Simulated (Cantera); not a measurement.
Charge: 1 mol SiO2, 420 mol H2, at 2098 K and 2550 Torr.

Equilibrium computed with Cantera from the NASA thermochemical tables; the gas is ideal and each condensed phase is pure. Candidate condensed phases: H2O, Si, SiO2; 18 gas species. The numbers say what is thermodynamically allowed, not how fast it happens.

Base state: H2 0.994, H2O 0.00237, SiO 0.00237, H 0.00166 (mole fractions); condensed: gas only.

Q: What changes in the equilibrium state with this change: SiO2 replaced by FeS2?

A: 
```
species      before     after
----------  -------  --------
H2            0.994     0.993
H2S               0   0.00424
H           0.00166   0.00166
H2O         0.00237         0
SiO         0.00237         0
Fe                0  0.000305
SH                0  0.000444
S2                0   2.56e-5
S                 0   1.61e-5
Fe(l), mol        0     0.872
```
Further candidate phases: Fe, FeS, FeS2, S.

Q: What changes in the equilibrium state with this change: temperature from 2098 K to 1148 K?

A: 
```json
[
 {"species": "H2", "before": "0.994", "after": "1.00"},
 {"species": "H2O", "before": "0.00237", "after": "1.31e-7"},
 {"species": "H", "before": "0.00166", "after": "3.89e-8"},
 {"species": "SiO", "before": "0.00237", "after": "5.82e-9"},
 {"species": "SiO2(β-quartz), mol", "before": "0", "after": "1.000"}
]
```
The tables hold silica as quartz up to 1696 K and as liquid above; real silica turns to tridymite and cristobalite and melts near 1996 K.
